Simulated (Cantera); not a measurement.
Input: 1 mol Si, 7.9 mol NF3, 18 mol N2, held at 0.280 bar.

Equilibrium computed with Cantera from the NASA thermochemical tables; the gas is ideal and each condensed phase is pure. Candidate condensed phases: Si, Si3N4; 16 gas species. Rates play no part. All values below are at 1498 K.

Base state: N2 0.519, F 0.450, SiF4 0.0236, F2 0.00776 (mole fractions); condensed: gas only.

Problem. What changes in the equilibrium state with this change: NF3 from 7.9 to 0.86 mol?

Solution. 
```csv
species,before,after
N2,0.519,0.965
SiF4,0.0236,0.0326
SiF3,<1e-9,0.00213
F,0.450,<1e-9
F2,0.00776,<1e-9
SiF2,<1e-9,7.98e-5
"Si3N4(s), mol",0,0.115
```
The tables' values for SiF3, SiF2 are old estimates; treat these amounts as uncertain.
